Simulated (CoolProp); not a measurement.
500 sccm (0 °C, 1 atm) of nitrogen bubbles through liquid o-xylene at 318 K and leaves saturated at a total pressure of 0.0293 MPa (ideal gas phase). Each further row changes one setting.

The numbers come from the reference Helmholtz-energy equation of state, Zhou 2012 in CoolProp.

```csv
case,vapour pressure (kPa),mole fraction of vapour,delivery (mg/min),delivery (sccm),change of delivery for a bath 1 K warmer (%)
as stated,2.64,0.0903,235,49.6,5.7
bath temperature 323 K,3.39,0.116,310,65.4,5.7
total pressure 0.0586 MPa,2.64,0.0451,112,23.6,5.4
```
